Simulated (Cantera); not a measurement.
A closed system holds: 1 mol KOH, 9 mol H2O, at 0.0230 bar.

Cantera equilibrium calculation (NASA polynomials, part measured and part estimated; ideal gas, pure solids and liquids). Candidate condensed phases: H2O, K, KOH, KO2, K2O, K2O2; 15 gas species. Kinetics and transport are ignored.

log p: log10 of the partial pressure in bar; nothing condenses.

```
T (°C)  log p H2O  log p KOH  log p K  log p O2  log p K2(OH)2  log p H2
------  ---------  ---------  -------  --------  -------------  --------
825         -1.68      -2.66    -6.20     -6.73          -4.17     -7.22
875         -1.68      -2.65    -5.87     -6.40          -4.54     -6.87
925         -1.68      -2.64    -5.56     -6.09          -4.90     -6.55
975         -1.68      -2.64    -5.29     -5.82          -5.24     -6.26
1025        -1.68      -2.64    -5.04     -5.56          -5.55     -5.98
1075        -1.68      -2.64        ?         ?              ?         ?
1125        -1.68      -2.64        ?         ?              ?         ?
1175        -1.68      -2.65    -4.39     -4.91          -6.36     -5.27
1225        -1.68      -2.65    -4.21     -4.72          -6.60     -5.06
1275        -1.68      -2.66    -4.04     -4.55          -6.83     -4.86
1325        -1.69      -2.67    -3.88     -4.39          -7.05     -4.68
1375        -1.69      -2.68    -3.73     -4.24          -7.27     -4.51
1425        -1.69      -2.69    -3.60     -4.10          -7.47     -4.34
1475        -1.69      -2.71    -3.48     -3.97          -7.68     -4.19
```

Question: What belongs in the gaps?

Answer: 
- 1125, log p K: -4.59
- 1125, log p O2: -5.11
- 1125, log p K2(OH)2: -6.11
- 1125, log p H2: -5.49
- 1075, log p K: -4.80
- 1075, log p O2: -5.33
- 1075, log p K2(OH)2: -5.84
- 1075, log p H2: -5.73
